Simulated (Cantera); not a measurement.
# Moist CO burnout

An isothermal, constant-pressure homogeneous reactor starts with CO : O2 : H2O : N2 = 0.012 : 0.0092 : 0.00029 : 1 (molar parts), at 1275 K and 0.290 bar.

Detailed kinetics in Cantera: GRI-Mech 3.0 (53 species, 325 reactions).

| t (s) | x CO | x O2 | x H2O | x H2O2 | x N2O | x H2 | x NO |
|---|---|---|---|---|---|---|---|
| 0.000200 | 0.0117 | 0.00901 | 0.000284 | <1e-12 | <1e-12 | <1e-12 | <1e-12 |
| 0.000640 | 0.0117 | 0.00901 | 0.000284 | <1e-12 | <1e-12 | <1e-12 | <1e-12 |
| 0.00205 | 0.0117 | 0.00901 | 0.000284 | <1e-12 | <1e-12 | 3.70e-12 | <1e-12 |
| 0.00654 | 0.0117 | 0.00901 | 0.000284 | <1e-12 | 7.94e-12 | 1.49e-10 | <1e-12 |
| 0.0209 | 0.0117 | 0.00899 | 0.000283 | 3.23e-11 | 1.56e-9 | 5.28e-8 | 3.33e-12 |
| 0.0669 | 0.00545 | 0.00525 | 7.87e-5 | 1.75e-9 | 2.45e-7 | 1.08e-5 | 1.76e-6 |
| 0.214 | 0.000790 | 0.00347 | 0.000247 | 2.56e-9 | 2.25e-7 | 6.82e-6 | 4.15e-6 |
| 0.684 | 9.90e-5 | 0.00319 | 0.000280 | 4.93e-10 | 3.34e-7 | 9.24e-7 | 4.35e-6 |
| 2.19 | 1.11e-5 | 0.00315 | 0.000284 | 6.51e-11 | 3.18e-7 | 1.03e-7 | 4.41e-6 |
| 7.00 | 1.28e-6 | 0.00315 | 0.000285 | 9.06e-12 | 1.12e-7 | 1.31e-8 | 4.42e-6 |
x: mole fraction; the columns are a selection and need not sum to one.

Equilibrium at this temperature and pressure: CO 3.63e-8, O2 0.00313, H2O 0.000285, H2O2 <1e-12, N2O 1.86e-9, H2 5.27e-10, NO 4.60e-5 (gas phase only).
